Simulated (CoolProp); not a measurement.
Vapour-liquid equilibrium of n-butane (1) + benzene (2) at 354.2 K; x and y are mole fractions of (1).

Computed with CoolProp (multi-fluid Helmholtz-energy mixture model, Bücker 2006 and Thol 2012; pair parameters Bell 2016).

Task: Give the bubble pressure and the first vapour's composition at x = 0.15, 0.25, 0.75. Is there an azeotrope?

Result: x = 0.15: 269.2 kPa, y = 0.651; x = 0.25: 376.4 kPa, y = 0.770; x = 0.75: 813.7 kPa, y = 0.947. No azeotrope shows between x = 0.05 and 0.95.

Pair parameters are fitted to limited data, so mixtures are less certain than the pure fluids.
